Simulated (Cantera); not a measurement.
An isothermal, constant-pressure homogeneous reactor starts with NO : N2 = 1 : 0.68 (molar parts), at 2175 K and 20.0 Torr. Integrator tolerance rtol = 1e-08.

Detailed kinetics in Cantera: GRI-Mech 3.0 (53 species, 325 reactions). Radical loss at walls, strong at low pressure, is not modelled.

### Question
What does this change do: pressure from 20.0 Torr to 1.60 bar?

### Answer
| quantity | before | after |
|---|---|---|
| x(NO) at 9.00 s | 0.0139 (gas-phase equilibrium 0.0131) | 0.0132 (gas-phase equilibrium 0.0132) |
| x(O) at 9.00 s | 0.00758 (gas-phase equilibrium 0.00759) | 0.000987 (gas-phase equilibrium 0.000987) |
| x(O2) at 9.00 s | 0.286 (gas-phase equilibrium 0.286) | 0.290 (gas-phase equilibrium 0.290) |
| x(N2) at 9.00 s | 0.693 (gas-phase equilibrium 0.693) | 0.695 (gas-phase equilibrium 0.695) |
| x(NO2) at 9.00 s | 3.48e-6 (gas-phase equilibrium 3.29e-6) | 2.59e-5 (gas-phase equilibrium 2.59e-5) |

### Question
What does this change do: pressure from 20.0 Torr to 9.00 Torr?

### Answer
```json
[
 {"quantity": "x(NO) at 9.00 s", "before": "0.0139 (gas-phase equilibrium 0.0131)", "after": "0.0179 (gas-phase equilibrium 0.0130)"},
 {"quantity": "x(O) at 9.00 s", "before": "0.00758 (gas-phase equilibrium 0.00759)", "after": "0.0112 (gas-phase equilibrium 0.0113)"},
 {"quantity": "x(O2) at 9.00 s", "before": "0.286 (gas-phase equilibrium 0.286)", "after": "0.281 (gas-phase equilibrium 0.284)"},
 {"quantity": "x(N2) at 9.00 s", "before": "0.693 (gas-phase equilibrium 0.693)", "after": "0.689 (gas-phase equilibrium 0.692)"},
 {"quantity": "x(NO2) at 9.00 s", "before": "3.48e-6 (gas-phase equilibrium 3.29e-6)", "after": "3.00e-6 (gas-phase equilibrium 2.18e-6)"}
]
```
